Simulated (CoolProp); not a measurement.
Properties of methanol along the isotherm 283.15 °C (Tc = 240.2 °C, pc = 8216 kPa, ω = 0.565).

Computed with CoolProp (reference Helmholtz-energy equation of state, de Reuck 1993).

```
p (kPa)          phase  speed of sound (m/s)  Joule-Thomson coefficient (K/MPa)  isothermal compressibility (1/MPa)  expansivity (1/kK)  conductivity (mW/(m K))  fugacity coefficient
-------  -------------  --------------------  ---------------------------------  ----------------------------------  ------------------  -----------------------  --------------------
3160               gas                 375.6                              7.786                              0.3553               2.670                     52.2                0.9113
6320               gas                 341.7                              7.572                              0.2097               4.494                     61.1                0.8211
9480     supercritical                 304.9                              7.017                              0.1826               8.890                     76.4                0.7322
12600    supercritical                 265.4                              5.783                              0.2075               20.78                      108                0.6462
15800    supercritical                 282.4                              3.126                              0.1063               19.58                      146                0.5630
19000    supercritical                 361.5                              1.661                             0.04002               10.36                      157                0.4976
22100    supercritical                 422.0                              1.120                             0.02368               7.307                      162                0.4503
25300    supercritical                 472.9                             0.8240                             0.01650               5.776                      165                0.4131
28400    supercritical                 516.6                             0.6368                             0.01259               4.834                      167                0.3849
31600    supercritical                 557.2                             0.5009                             0.01005               4.167                      169                0.3617
34800    supercritical                 593.9                             0.4012                            0.008336               3.686                      171                0.3430
37900    supercritical                 626.7                             0.3270                            0.007144               3.333                      173                0.3280
41100    supercritical                 658.3                             0.2663                            0.006218               3.047                      174                0.3152
```

Thermal conductivity comes from a separate model (Sykioti 2013).
